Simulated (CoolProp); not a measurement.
Vapour-liquid equilibrium of hydrogen chloride (1) + ethane (2) at -16.05 °C; x and y are mole fractions of (1).

Model: multi-fluid Helmholtz-energy mixture model, Thol 2018 and Bücker 2006; pair parameters Bell 2016, in CoolProp.

Problem. Give the bubble pressure and the first vapour's composition at x = 0.05, 0.45, 0.85. Is there an azeotrope?

Solution. x = 0.05: 1698 kPa, y = 0.095; x = 0.45: 2125 kPa, y = 0.486; x = 0.85: 1973 kPa, y = 0.763. y crosses x between x = 0.45 and 0.55: the model has an azeotrope there.

Pair parameters are fitted to limited data, so mixtures are less certain than the pure fluids.
